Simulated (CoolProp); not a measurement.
Toluene at 418.4 K and 2.07 MPa is throttled through a valve to 1.37 MPa with no heat exchange. Each further row changes one setting.

Values from CoolProp's reference Helmholtz-energy equation of state, Lemmon 2006. It is a short technical equation, of lower accuracy than the large ones.

```tsv
case	temperature change (K)	final density (kg/m³)
as stated	+0.2	___
outlet pressure 0.411 MPa	___	___
outlet pressure 1.78 MPa	___	___
```

Some entries are withheld; supply them.


- as stated, final density (kg/m³): 744
- outlet pressure 0.411 MPa, temperature change (K): +0.4
- outlet pressure 0.411 MPa, final density (kg/m³): 742
- outlet pressure 1.78 MPa, temperature change (K): +0.1
- outlet pressure 1.78 MPa, final density (kg/m³): 745
